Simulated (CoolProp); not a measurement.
Vapour-liquid equilibrium of C2F6 (R116) (1) + R22 (2) at 0.109 MPa; x and y are mole fractions of (1).

The numbers come from the multi-fluid Helmholtz-energy mixture model, Lemmon 2006 and Kamei 1995; pair parameters Bell 2016 in CoolProp.

| x | bubble temperature (K) | y at the bubble point | dew temperature at overall composition x (K) | liquid density (mol/L) |
|---|---|---|---|---|
| 0.05 | 215.2 | 0.622 | 232.8 | 16.45 |
| 0.2 | 200.3 | 0.858 | 229.2 | 15.77 |
| 0.35 | 198.6 | 0.876 | 225.1 | 14.79 |
| 0.5 | 198.5 | 0.877 | 220.1 | 13.86 |
| 0.65 | 198.2 | 0.883 | 213.9 | 13.05 |
| 0.8 | 197.5 | 0.905 | 205.0 | 12.35 |
| 0.95 | 196.6 | 0.965 | 196.8 | 11.76 |

No azeotrope shows between x = 0.05 and 0.95.

The pair parameters rest on a limited set of measurements; away from them the model extrapolates. With so large a gap from Raoult's law the liquid may split in two, which this calculation doesn't test in full.
